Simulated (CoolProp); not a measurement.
The fluid at 293.15 K and 0.193 MPa (liquid) is heated at constant pressure to 396.4 K. The same conditions are run with several fluids, on thermodynamics alone (safety and materials aside).

Computed with CoolProp (reference Helmholtz-energy equation of state of each fluid (toluene: Lemmon 2006; 1,2-dichloroethane: Thol 2015; n-decane: Lemmon 2006; ethylbenzene: Zhou 2012; dimethyl carbonate: Zhou 2011)).

Q: Rank toluene, 1,2-dichloroethane, n-decane, ethylbenzene, dimethyl carbonate by heat (kJ/kg), highest first.

A: dimethyl carbonate (552), 1,2-dichloroethane (443), n-decane (245), ethylbenzene (197), toluene (192)

```
fluid               final phase  final density (kg/m³)
------------------  -----------  ---------------------
toluene                  liquid                    766
1,2-dichloroethane          gas                   6.04
n-decane                 liquid                    649
ethylbenzene             liquid                    773
dimethyl carbonate          gas                   5.51
```
